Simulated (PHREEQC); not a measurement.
Make-up at 25 °C: 140 mmol/kgw KCl. Closed to the air; pH follows from the charge balance.

Computed with PHREEQC (ion-association model, phreeqc.dat).

No solid was allowed to form.

**Question.** Predict the specific conductance.

**Answer.** specific conductance 17100 µS/cm.
